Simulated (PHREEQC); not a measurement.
2.1 g of hydrous ferric oxide (600 m²/g; 0.2 weak and 0.005 strong sites per Fe, Dzombak-Morel constants, diffuse double layer) in 1 kg of water with 0.01 mol/kgw of an inert sodium salt and 0.00087 mol SrCl2 and 5.4e-05 mol NiCl2, at 25 °C; the pH is set by adding NaOH or the inert anion's acid. O2 is buffered at 0.21 atm. The system is closed to CO2. No solid was allowed to form.

Base run: PHREEQC, ion-association model, wateq4f.dat. Each further column changes one thing. The table gives Sr sorbed (%).

```tsv
pH	base	no electrostatic term (-no_edl)	background salt from 0.01 to 0.001 mol/kgw	oxide from 2.1 to 10 g/kgw	0.01 mol/kgw H3BO3 added
4	0.0	0.4	0.0	0.0	0.0
4.67	0.0	1.6	0.0	0.0	0.0
5.33	0.0	4.5	0.0	0.1	0.0
6	0.1	7.3	0.1	?	0.1
6.67	0.8	9.3	?	5.4	0.8
7.33	4.9	?	?	29.4	4.8
8.67	42.9	27.3	46.5	91.0	41.7
9.33	86.5	37.7	89.1	?	85.1
10	98.9	42.3	99.2	100.0	98.6
10.67	99.9	?	100.0	100.0	99.9
11.33	100.0	?	100.0	100.0	100.0
12	100.0	83.6	100.0	100.0	100.0
```

Some entries are withheld; supply them.


- 6, oxide from 2.1 to 10 g/kgw: 0.5
- 6.67, background salt from 0.01 to 0.001 mol/kgw: 0.7
- 7.33, no electrostatic term (-no_edl): 11.6
- 7.33, background salt from 0.01 to 0.001 mol/kgw: 5.0
- 9.33, oxide from 2.1 to 10 g/kgw: 99.3
- 10.67, no electrostatic term (-no_edl): 47.7
- 11.33, no electrostatic term (-no_edl): 63.4

 In at least one series the solution becomes supersaturated in solids that the run did not let form, among them Ni(OH)2.
